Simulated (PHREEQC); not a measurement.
Ca(OH)2 is added in steps, without added water, to 1 kg of water holding 0.28 mol/kgw HNO3, 8e-05 mol/kgw ZnSO4 and 0.00034 mol/kgw KCl, at 25 °C. Oxygen is held at 0.21 atm. The system is closed to CO2. Solids allowed: Gypsum, Portlandite, Zn(OH)2-e, Zn4(OH)6SO4, Zn5(OH)8Cl2, Goslarite. Others were left out.

Base run: PHREEQC, ion-association model, wateq4f.dat. Each further column changes one thing. The table gives pH.

| Ca(OH)2 added (mol) | base | HNO3 from 0.28 to 0.028 mol/kgw | ZnSO4 left out | no solid may form |
|---|---|---|---|---|
| 0 | 0.66 | 1.61 | 0.66 | 0.66 |
| 0.01875 | 0.72 | 11.82 | 0.72 | 0.72 |
| 0.04375 | 0.82 | 12.38 | 0.82 | 0.82 |
| 0.0625 | 0.92 | 12.38 | 0.92 | 0.92 |
| 0.0875 | 1.09 | 12.38 | 1.09 | 1.09 |
| 0.1062 | 1.28 | 12.38 | 1.28 | 1.28 |
| 0.1313 | 1.87 | 12.38 | 1.87 | 1.87 |
| 0.15 | 11.91 | 12.38 | 11.92 | 11.91 |

 In at least one series the solution becomes supersaturated in solids that the run did not let form, among them Zn(OH)2-e. Solids allowed in the column 'ZnSO4 left out': Portlandite.
